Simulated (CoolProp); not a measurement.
Values from CoolProp's reference Helmholtz-energy equation of state, Span 1996.

Question: For carbon dioxide, give the phase and the density (kg/m³), speed of sound (m/s), Joule-Thomson coefficient (K/MPa), viscosity (µPa s) at 14.95 °C and 52.7 bar; 44.45 °C and 52.7 bar.

Answer: 
- 14.95 °C and 52.7 bar: liquid; density 826, speed of sound 400, Joule-Thomson coefficient 1.02, viscosity 76.2
- 44.45 °C and 52.7 bar: gas; density 117, speed of sound 240, Joule-Thomson coefficient 9.13, viscosity 17.3

Viscosity comes from a separate model (Laesecke 2017).
